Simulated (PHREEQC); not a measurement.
1 kg of water holding 34 mmol/kgw NaCl, 16 mmol/kgw Na2SO4, 6.4 mmol/kgw KCl and 14 mmol/kgw NaHCO3 is evaporated at 25 °C; the solids stay in contact with the brine. CO2 from the air is kept out. Solids allowed: Arcanite, Burkeite, Glaserite, Halite, Kalicinite, Mirabilite, Misenite, Nahcolite, Natron, Sylvite, Thenardite, Trona. Others were left out.

Model: Pitzer model, pitzer.dat, run in PHREEQC.

```json
[
 {"water left (kg)": "1", "ionic strength": "0.103", "water activity": "0.997", "Nahcolite (mol)": "0", "Halite (mol)": "0", "Thenardite (mol)": "0"},
 {"water left (kg)": "0.5552", "ionic strength": "0.185", "water activity": "0.996", "Nahcolite (mol)": "0", "Halite (mol)": "0", "Thenardite (mol)": "0"},
 {"water left (kg)": "0.375", "ionic strength": "0.274", "water activity": "0.993", "Nahcolite (mol)": "0", "Halite (mol)": "0", "Thenardite (mol)": "0"},
 {"water left (kg)": "0.2082", "ionic strength": "0.493", "water activity": "0.988", "Nahcolite (mol)": "0", "Halite (mol)": "0", "Thenardite (mol)": "0"},
 {"water left (kg)": "0.1156", "ionic strength": "0.888", "water activity": "0.980", "Nahcolite (mol)": "0", "Halite (mol)": "0", "Thenardite (mol)": "0"},
 {"water left (kg)": "0.06418", "ionic strength": "1.60", "water activity": "0.964", "Nahcolite (mol)": "0", "Halite (mol)": "0", "Thenardite (mol)": "0"},
 {"water left (kg)": "0.04335", "ionic strength": "2.37", "water activity": "0.947", "Nahcolite (mol)": "0", "Halite (mol)": "0", "Thenardite (mol)": "0"},
 {"water left (kg)": "0.02407", "ionic strength": "4.26", "water activity": "0.903", "Nahcolite (mol)": "0", "Halite (mol)": "0", "Thenardite (mol)": "0"},
 {"water left (kg)": "0.01337", "ionic strength": "7.01", "water activity": "0.830", "Nahcolite (mol)": "0.00868", "Halite (mol)": "0", "Thenardite (mol)": "0"},
 {"water left (kg)": "0.009027", "ionic strength": "8.51", "water activity": "0.764", "Nahcolite (mol)": "0.0116", "Halite (mol)": "0", "Thenardite (mol)": "0.00467"},
 {"water left (kg)": "0.005009", "ionic strength": "8.64", "water activity": "0.725", "Nahcolite (mol)": "0.0130", "Halite (mol)": "0.0115", "Thenardite (mol)": "0.0110"}
]
```

Nahcolite from water left = 0.01978 kg (pH 7.37); Thenardite from water left = 0.009027 kg (pH 7.18); Halite from water left = 0.00609 kg (pH 7.18); Glaserite from water left = 0.005009 kg (pH 7.18).
